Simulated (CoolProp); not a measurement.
Properties of hexamethyldisiloxane (MM) at several states.

The numbers come from the reference Helmholtz-energy equation of state, Thol 2016 in CoolProp.

```
T (K)  p (MPa)  phase       Z  cp (kJ/(kg K))  cv (kJ/(kg K))  expansivity (1/kK)  fugacity coefficient
-----  -------  -----  ------  --------------  --------------  ------------------  --------------------
559.9    0.258    gas     ___             ___           2.100                 ___                   ___
528.3   0.0616    gas  0.9892             ___           2.029               1.966                0.9893
454.9   0.0239    gas  0.9930             ___             ___               2.253                0.9930
```

Task: What belongs in the gaps?

Result: 
- 559.9, Z: 0.9629
- 559.9, cp (kJ/(kg K)): 2.162
- 559.9, expansivity (1/kK): 2.046
- 559.9, fugacity coefficient: 0.9639
- 528.3, cp (kJ/(kg K)): 2.083
- 454.9, cp (kJ/(kg K)): 1.909
- 454.9, cv (kJ/(kg K)): 1.856
